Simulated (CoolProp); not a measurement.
Vapour-liquid equilibrium of propane (1) + dimethyl ether (2) at 217.3 K; x and y are mole fractions of (1).

Values from CoolProp's multi-fluid Helmholtz-energy mixture model, Lemmon 2009 and Wu 2011; pair parameters Bell 2016.

| x | bubble pressure, mixture model (bar) | bubble pressure, Raoult's law (bar) | y, mixture model | y, Raoult's law |
|---|---|---|---|---|
| 0.05 | 0.2558 | 0.2248 | 0.221 | 0.118 |
| 0.125 | 0.3124 | 0.2489 | 0.404 | 0.266 |
| 0.2 | 0.3561 | 0.2729 | 0.511 | 0.388 |
| 0.275 | 0.3902 | 0.2969 | 0.582 | 0.490 |
| 0.35 | 0.4175 | 0.3210 | 0.635 | 0.577 |
| 0.425 | 0.4398 | 0.3450 | 0.678 | 0.652 |
| 0.5 | 0.4585 | 0.3690 | 0.714 | 0.717 |
| 0.575 | 0.4745 | 0.3931 | 0.748 | 0.774 |
| 0.65 | 0.4886 | 0.4171 | 0.782 | 0.825 |
| 0.725 | 0.5010 | 0.4412 | 0.817 | 0.870 |
| 0.8 | 0.5118 | 0.4652 | 0.856 | 0.910 |
| 0.875 | 0.5207 | 0.4892 | 0.901 | 0.947 |
| 0.95 | 0.5271 | 0.5133 | 0.956 | 0.980 |

The largest gap from Raoult's law is +31.4 % in bubble pressure, at x = 0.275. No azeotrope shows between x = 0.05 and 0.95.

The pair parameters rest on a limited set of measurements; away from them the model extrapolates.
